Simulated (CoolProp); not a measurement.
Saturation properties of R142b (Tc = 410.3 K, pc = 40.55 bar, ω = 0.232).

Model: reference Helmholtz-energy equation of state, Lemmon 2006, in CoolProp. It is a short technical equation, of lower accuracy than the large ones.

```tsv
T (K)	p (bar)	vapour density (kg/m³)	enthalpy of vaporisation (kJ/kg)	liquid cp (kJ/(kg K))	liquid viscosity (µPa s)
253.4	0.6449	3.172	(withheld)	1.211	385
258.3	0.7985	3.872	226.5	1.221	363
263.1	0.9757	4.671	223.8	1.231	342
267.9	1.182	5.591	221.0	1.241	323
272.7	1.422	6.648	218.2	1.251	306
277.5	1.697	7.853	(withheld)	(withheld)	289
282.3	2.012	9.222	212.4	1.273	274
287.1	(withheld)	10.77	209.4	1.285	260
291.9	2.775	12.51	206.3	1.297	246
296.7	3.230	(withheld)	(withheld)	1.310	234
301.6	3.751	16.71	199.8	1.323	222
306.4	4.320	19.16	196.4	1.337	(withheld)
```

Task: Complete the blanks.

Result: 
- 253.4, enthalpy of vaporisation (kJ/kg): 229.2
- 277.5, enthalpy of vaporisation (kJ/kg): 215.3
- 277.5, liquid cp (kJ/(kg K)): 1.262
- 287.1, p (bar): 2.370
- 296.7, vapour density (kg/m³): 14.47
- 296.7, enthalpy of vaporisation (kJ/kg): 203.1
- 306.4, liquid viscosity (µPa s): 211

It boils at 264.0 K under 1 atm.

Viscosity comes from a separate model (Huber 2003), an estimate that may be off by 10 % or more.
